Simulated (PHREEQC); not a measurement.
HCl is added in steps, without added water, to 1 kg of water holding 1.5 mmol/kgw Al2(SO4)3, 0.054 mmol/kgw CaCl2, 0.79 mmol/kgw NaHCO3 and 0.058 mmol/kgw Na2SO4, at 25 °C. Oxygen alone is held at its pressure in air (log pO2 = -0.68). The system is closed to CO2. Only these solids could form: Calcite, Gypsum, Portlandite, Boehmite, Basaluminite, Halite, Mirabilite, Nahcolite, Natron.

Base run: PHREEQC, ion-association model, wateq4f.dat. Each further column changes one thing. The table gives pH.

```csv
HCl added (mol),base,Davies equation for every ion,all activity coefficients set to 1,Debye-Hückel limiting law,metal-ligand complexes left out
0,3.95,3.96,3.93,3.97,3.75
9.3e-05,3.95,3.95,3.93,3.96,3.75
0.0002092,3.94,3.95,3.92,3.96,3.75
0.0003023,3.94,3.95,3.92,3.96,3.75
0.0004185,3.94,3.95,3.91,3.95,3.75
0.0005115,3.93,3.94,3.91,3.95,3.75
0.0006278,3.93,3.94,3.91,3.95,3.74
0.0007208,3.93,3.94,3.90,3.95,3.74
0.000837,3.93,3.93,3.90,3.94,3.74
0.00093,3.84,3.84,3.83,3.85,3.74
```
